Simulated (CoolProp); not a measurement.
Saturation properties of p-xylene.

Computed with CoolProp (reference Helmholtz-energy equation of state, Zhou 2012).

```tsv
T (K)	p (MPa)	vapour density (kg/m³)	enthalpy of vaporisation (kJ/kg)	liquid conductivity (mW/(m K))
394.1	0.06216	2.084	346.8	103
407.5	0.09101	2.982	338.8	101
420.9	0.1295	4.161	330.5	97.9
434.3	0.1798	5.681	321.7	95.4
447.7	0.2440	7.610	312.6	93.0
461.2	0.3252	10.05	302.9	90.7
474.6	0.4248	13.06	292.7	88.6
488	0.5461	16.77	281.8	86.7
501.4	0.6920	21.34	270.1	85.0
514.8	0.8657	26.96	257.5	83.4
528.2	1.071	33.90	243.6	82.0
541.6	1.311	42.55	228.2	80.7
```

It boils at 411.5 K under 1 atm.

Thermal conductivity comes from a separate model (Mylona 2014).
